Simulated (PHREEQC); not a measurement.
Dissolve 0.0012 mol CaSO4, 0.78 mol Na2SO4 and 5.6e-05 mol H4SiO4 per kg of water at 25 °C. Closed to the air; pH follows from the charge balance.

The numbers come from PHREEQC with the ion-association model, wateq4f.dat.

| quantity | before | after |
|---|---|---|
| pH | 7.20 | 2.87 |
| ionic strength (mol/kgw) | 1.61 | 1.61 |
| SO4-2 (mol/kgw) | 0.413 | 0.410 |
| CaSO4 (mol/kgw) | 0.000785 | 0.000777 |
| Ca+2 (mol/kgw) | 0.000414 | 0.000414 |
| HSO4- (mol/kgw) | 5.28e-7 | 0.0112 |
| SI of Quartz (SiO2) | -0.08 | -0.08 |
| SI of Gypsum (CaSO4:2H2O) | -0.69 | -0.70 |

### Question
What was changed between the two runs?
A) 0.013 mol/kgw NH4HSO4 added
B) H4SiO4 from 5.6e-05 to 1.12e-05 mol/kgw
C) CaSO4 from 0.0012 to 0.0006 mol/kgw
D) diluted 100-fold with water
E) diluted 10-fold with water

### Answer
A, 0.013 mol/kgw NH4HSO4 added

Precipitation was switched off in this run. The ionic strength passes 0.7 mol/kgw, the rough limit of the ion-association models, in every such run.
